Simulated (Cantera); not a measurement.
Input: 1 mol SiO₂, 0.69 mol Cl₂, at 0.180 bar.

These are equilibrium values from Cantera (NASA tables, ideal gas, pure condensed phases), not measurements of a reactor. Candidate condensed phases: Si, SiO₂; 15 gas species. The tables' values for SiCl₃ are old estimates; treat these amounts as uncertain. The tables hold silica as quartz up to 1696 K and as liquid above; real silica turns to tridymite and cristobalite and melts near 1996 K. Rates play no part.

x: gas mole fraction; n: condensed amount in mol.

| T (°C) | x Cl₂ | x Cl | x SiCl₄ | x O₂ | x ClO | x O | n SiO₂(β-quartz) | n SiO₂(condensed) |
|---|---|---|---|---|---|---|---|---|
| 700 | 0.999 | 0.000605 | 4.13e-6 | 4.11e-6 | 3.49e-8 | <1e-12 | 1.000 | 0 |
| 800 | 0.997 | 0.00253 | 1.70e-5 | 1.69e-5 | 2.28e-7 | 1.21e-11 | 1.000 | 0 |
| 900 | 0.992 | 0.00831 | 5.47e-5 | 5.41e-5 | 1.08e-6 | 2.42e-10 | 1.000 | 0 |
| 1000 | 0.977 | 0.0226 | 0.000145 | 0.000143 | 3.95e-6 | 3.03e-9 | 1.000 | 0 |
| 1100 | 0.947 | … | … | … | … | … | 1.000 | 0 |
| 1200 | 0.891 | 0.108 | 0.000636 | 0.000621 | 2.91e-5 | 1.64e-7 | 1.000 | 0 |
| 1300 | 0.801 | 0.197 | 0.00108 | 0.00105 | 6.08e-5 | 7.97e-7 | 0.999 | 0 |
| 1400 | 0.675 | 0.322 | 0.00159 | 0.00153 | 0.000108 | 3.09e-6 | 0.999 | 0 |
| 1500 | … | … | 0.00199 | 0.00191 | … | … | 0 | 0.998 |
| 1600 | 0.368 | 0.628 | 0.00214 | 0.00204 | 0.000201 | 2.52e-5 | 0 | 0.998 |

Question: Fill in the missing entries.

Answer: 
- 1100, x Cl: 0.0527
- 1100, x SiCl₄: 0.000326
- 1100, x O₂: 0.000320
- 1100, x ClO: 1.17e-5
- 1100, x O: 2.60e-8
- 1500, x Cl₂: 0.523
- 1500, x Cl: 0.473
- 1500, x ClO: 0.000160
- 1500, x O: 9.67e-6
